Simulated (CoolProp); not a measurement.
Vapour-liquid equilibrium of cyclopentane (1) + octamethylcyclotetrasiloxane (D4) (2) at 171.55 °C; x and y are mole fractions of (1).

Model: multi-fluid Helmholtz-energy mixture model, Gedanitz 2015 and Thol 2015; pair parameters Bell 2016, in CoolProp.

Q: Give the bubble pressure and the first vapour's composition at x = 0.05, 0.65, 0.85. Is there an azeotrope?

A: x = 0.05: 0.1322 MPa, y = 0.326; x = 0.65: 0.9146 MPa, y = 0.953; x = 0.85: 1.340 MPa, y = 0.985. No azeotrope shows between x = 0.05 and 0.95.

The pair parameters rest on a limited set of measurements; away from them the model extrapolates.
